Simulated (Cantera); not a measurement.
**Ignition delay**

Mixture: 5.89 % CH4, 0.336 % H2, 19.3 % O2, 72.5 % N2, 2.00 % CO2, equivalence ratio 0.62, at 27000 Torr, adiabatic and at constant pressure. Ignition delay is the time to a rise of 400 K.

Detailed kinetics in Cantera: GRI-Mech 3.0 (53 species, 325 reactions). The pressure lies above the range GRI-Mech 3.0 was tuned for (to about 10 atm). Below about 1000 K GRI-Mech 3.0 lacks low-temperature oxidation paths.

| T0 (K) | delay (ms) |
|---|---|
| 950 | 31.3 |
| 1025 | 7.22 |
| 1100 | 2.20 |
| 1175 | 0.828 |
| 1250 | 0.362 |
| 1325 | 0.175 |
| 1400 | 0.0906 |
| 1475 | 0.0491 |
| 1550 | 0.0277 |
| 1625 | 0.0161 |

```yaml
apparent activation energy between 1475 and 1625 K: 150 kJ/mol
```
